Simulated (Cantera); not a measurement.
Charge: 1 mol CCl₄, 0.24 mol H₂, at 33.0 Pa.

Method: chemical equilibrium by Gibbs-energy minimisation in Cantera with the NASA 1993 tables (ideal gas, pure condensed phases). Candidate condensed phases: C, C₆H₆, C₇H₈, C₈H₁₈; 91 gas species. Kinetics and transport are ignored.

Question: At 2002 °C, list the 6 most abundant gas species with their mole fractions, and the condensed phases.

Answer: Cl 0.884, HCl 0.0975, H 0.0174, H₂ 0.00139, Cl₂ 7.42e-5, C₃ 3.18e-5. Condensed: C(graphite).
